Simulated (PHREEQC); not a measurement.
Consider water at 25 °C with 190 mmol/kgw HF, 1.8 mmol/kgw (NH4)2SiF6, 0.17 mmol/kgw H3BO3 and 11 mmol/kgw HCl. Closed to the air; pH follows from the charge balance.

Computed with PHREEQC (ion-association model, phreeqc.dat).

No solid was allowed to form.

### Question
What pH, ionic strength does the model give?

### Answer
pH 1.70; ionic strength 0.0281 mol/kgw.

### Question
In which forms is F present?

### Answer
HF 86 %, SiF6-2 5.4 %, HF2- 4.6 %, F- 3.4 % of the F.

SiF6-2 is the database's only silicon fluoride. Real BF4- forms and hydrolyses slowly; the run takes it at equilibrium.
